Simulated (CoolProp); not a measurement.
Vapour-liquid equilibrium of methanol (1) + water (2) at 376.4 K; x and y are mole fractions of (1).

The numbers come from the multi-fluid Helmholtz-energy mixture model, de Reuck 1993 and Wagner 2002; pair parameters Bell 2016 in CoolProp.

| x | bubble pressure (kPa) | y at the bubble point | dew pressure at overall composition x (kPa) | liquid density (mol/L) |
|---|---|---|---|---|
| 0.05 | 135.8 | 0.195 | 118.7 | 50.31 |
| 0.125 | 165.1 | 0.380 | 127.1 | 46.57 |
| 0.2 | 191.3 | 0.502 | 136.6 | 43.22 |
| 0.275 | 215.0 | 0.590 | 147.3 | 40.21 |
| 0.35 | 236.7 | 0.658 | 159.7 | 37.50 |
| 0.425 | 256.8 | 0.713 | 174.0 | 35.04 |
| 0.5 | 275.7 | 0.759 | 190.7 | 32.81 |
| 0.575 | 293.8 | 0.801 | 210.5 | 30.78 |
| 0.65 | 311.3 | 0.839 | 234.0 | 28.92 |
| 0.725 | 328.4 | 0.874 | 261.6 | 27.22 |
| 0.8 | 345.5 | 0.909 | 293.4 | 25.66 |
| 0.875 | 362.6 | 0.943 | 328.8 | 24.22 |
| 0.95 | 379.8 | 0.977 | 366.2 | 22.90 |

No azeotrope shows between x = 0.05 and 0.95.

Pair parameters are fitted to limited data, so mixtures are less certain than the pure fluids.
